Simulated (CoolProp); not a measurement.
Vapour-liquid equilibrium of n-perfluoropentane (1) + n-pentane (2) at 334.6 K; x and y are mole fractions of (1).

Values from CoolProp's multi-fluid Helmholtz-energy mixture model, Gao 2022 and Thol 2019; pair parameters Bell 2016.

**Question.** Give the bubble pressure and the first vapour's composition at x = 0.55, 0.85, 0.95. Is there an azeotrope?

**Answer.** x = 0.55: 0.3888 MPa, y = 0.537; x = 0.85: 0.3517 MPa, y = 0.729; x = 0.95: 0.3134 MPa, y = 0.885. y crosses x between x = 0.45 and 0.55: the model has an azeotrope there.

Pair parameters are fitted to limited data, so mixtures are less certain than the pure fluids. With so large a gap from Raoult's law the liquid may split in two, which this calculation doesn't test in full.
